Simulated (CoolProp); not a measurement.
Vapour-liquid equilibrium of ethanol (1) + cyclohexane (2) at 173.55 °C; x and y are mole fractions of (1).

Values from CoolProp's multi-fluid Helmholtz-energy mixture model, Schroeder 2014 and Zhou 2014; pair parameters Bell 2016.

```
x     bubble pressure, mixture model (kPa)  bubble pressure, Raoult's law (kPa)  y, mixture model  y, Raoult's law
----  ------------------------------------  -----------------------------------  ----------------  ---------------
0.05                            (withheld)                                905.8             0.187            0.095
0.15                            (withheld)                                991.5             0.378            0.260
0.25                                  1509                                 1077             0.476            0.399
0.35                                  1623                                 1163             0.540            0.518
0.45                                  1701                                 1249             0.591            0.620
0.55                                  1756                                 1334        (withheld)            0.709
0.65                                  1791                                 1420             0.691            0.787
0.75                                  1807                                 1506             0.754            0.857
0.85                            (withheld)                                 1591             0.834            0.919
0.95                                  1754                                 1677             0.937            0.974
```

Q: Complete the blanks.

A: 
- 0.05, bubble pressure, mixture model (kPa): 1055
- 0.15, bubble pressure, mixture model (kPa): 1333
- 0.55, y, mixture model: 0.639
- 0.85, bubble pressure, mixture model (kPa): 1797

The largest gap from Raoult's law is +40.1 % in bubble pressure, at x = 0.25. y crosses x between x = 0.75 and 0.85: the model has an azeotrope there.

Pair parameters are fitted to limited data, so mixtures are less certain than the pure fluids.
